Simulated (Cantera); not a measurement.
A freely propagating, adiabatic, planar premixed flame of CH₄ : C₂H₆ : O₂ : N₂ : H₂O = 1 : 0.093 : 2.84 : 9.93 : 0.37 (molar parts), unburnt at 400 K and 4.20 bar; mixture-averaged transport, grid criteria slope 0.08 and curve 0.16, no radiation.

Model: GRI-Mech 3.0 (53 species, 325 reactions), integrated in Cantera. Burning velocities carry a grid error of a few per cent, more on coarse grids.

Task: What does this change do: 0.47 parts H2 added?

Result: 
| quantity | before | after |
|---|---|---|
| laminar burning velocity | 29.5 cm/s | 41.9 cm/s |
| thermal thickness | 0.160 mm | 0.129 mm |
| peak x(OH) | 0.00555 | 0.00726 |
| peak x(CH₃) | 0.000966 | 0.00128 |
